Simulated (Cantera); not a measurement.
Cantera run, input and output.

```python
import numpy as np
import cantera as ct

surf = ct.Interface("ptcombust.yaml", "Pt_surf")
gas = surf.adjacent["gas"]
gas.TPX = 950, 100000, {'H2': 0.0038, 'O2': 0.054, 'N2': 0.79}
surf.TP = 950, 100000
reactor = ct.FlowReactor(gas, clone=False)
reactor.area = 0.0001  # m2
reactor.surface_area_to_volume_ratio = 600  # 1/m
reactor.mass_flow_rate = 3 * reactor.area * gas.density  # inlet velocity 3 m/s
reactor.energy_enabled = False
wall = ct.ReactorSurface(surf, reactor, clone=False)
net = ct.ReactorNet([reactor])
net.rtol, net.atol = 1e-8, 1e-16
show, cover = ['H2', 'O2', 'H2O'], ['PT(S)', 'H(S)', 'O(S)', 'OH(S)', 'CO(S)', 'C(S)']

rows = []
print(f"{'z/m':>9s}{'u/(m/s)':>9s}" + "".join(f"{s:>13s}" for s in show + cover))
for z in [0.00018, 0.0003, 0.0005, 0.00083, 0.0014, 0.0023, 0.0038, 0.0064, 0.011, 0.018]:
    net.advance(z)
    rows.append([reactor.speed, *gas[show].X, *surf[cover].coverages])
    print(f"{z:9.4g}{rows[-1][0]:9.3g}" + "".join(f"{x:13.4e}" for x in rows[-1][1:]))
```

It prints:

```
      z/m  u/(m/s)           H2           O2          H2O        PT(S)         H(S)         O(S)        OH(S)        CO(S)         C(S)
  0.00018        3   3.3747e-03   6.3175e-02   1.1100e-03   2.0512e-01   1.3343e-07   7.9371e-01   1.1684e-03  -3.3186e-30  -1.6853e-32
   0.0003        3   2.8200e-03   6.2914e-02   1.6659e-03   1.9797e-01   1.2912e-07   8.0083e-01   1.2041e-03  -1.1514e-29  -6.1700e-32
   0.0005        3   2.1149e-03   6.2584e-02   2.3725e-03   1.8954e-01   1.2384e-07   8.0921e-01   1.2463e-03   2.3975e-28   1.2610e-30
  0.00083        3   1.3431e-03   6.2221e-02   3.1461e-03   1.8109e-01   1.1833e-07   8.1762e-01   1.2889e-03  -4.9462e-29   2.9949e-31
   0.0014     2.99   6.3355e-04   6.1888e-02   3.8573e-03   1.7397e-01   1.1352e-07   8.2470e-01   1.3251e-03   5.8794e-25   3.2690e-27
   0.0023     2.99   2.0053e-04   6.1685e-02   4.2913e-03   1.6991e-01   1.1071e-07   8.2874e-01   1.3459e-03  -1.8129e-25  -9.7809e-28
   0.0038     2.99   3.0344e-05   6.1605e-02   4.4618e-03   1.6837e-01   1.0963e-07   8.3028e-01   1.3539e-03  -6.9302e-28  -3.2820e-30
   0.0064     2.99   1.1657e-06   6.1592e-02   4.4911e-03   1.6810e-01   1.0945e-07   8.3054e-01   1.3552e-03  -1.7565e-25  -6.6456e-28
    0.011     2.99   3.6673e-09   6.1591e-02   4.4922e-03   1.6809e-01   1.0944e-07   8.3055e-01   1.3553e-03  -1.6214e-22  -8.4570e-25
    0.018     2.99   8.6474e-12   6.1591e-02   4.4922e-03   1.6809e-01   1.0944e-07   8.3055e-01   1.3553e-03   5.7319e-25   2.9897e-27
```

Detailed kinetics in Cantera: Deutschmann's 1995 Pt surface mechanism with GRI-Mech 3.0 gas chemistry. Catalytic surfaces can have several steady states; this one follows from the mechanism file's or the stated starting coverage. Mass transfer to the wall is taken as infinitely fast.
